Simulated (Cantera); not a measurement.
Mixture: CH4 : C2H6 : C3H8 : O2 : N2 = 1 : 0.043 : 0.37 : 2.67 : 10.4 (molar parts), equivalence ratio 1.5, at 6230 Torr, adiabatic and at constant volume. Ignition delay is the time to a rise of 400 K.

Model: GRI-Mech 3.0 (53 species, 325 reactions), integrated in Cantera. GRI-Mech 3.0 was tuned for natural gas; its chemistry of propane as a main component is partial and can be far from experiment.

Question: Predict: delay at 1123 K; delay at 1223 K; delay at 1323 K; delay at 1423 K; delay at 1523 K; apparent activation energy between 1473 and 1573 K.

Answer: 
```
Quantity                                                Result
--------------------------------------------------  ----------
delay at 1123 K                                        6.91 ms
delay at 1223 K                                        1.37 ms
delay at 1323 K                                       0.291 ms
delay at 1423 K                                        75.3 µs
delay at 1523 K                                        24.8 µs
apparent activation energy between 1473 and 1573 K  190 kJ/mol
```
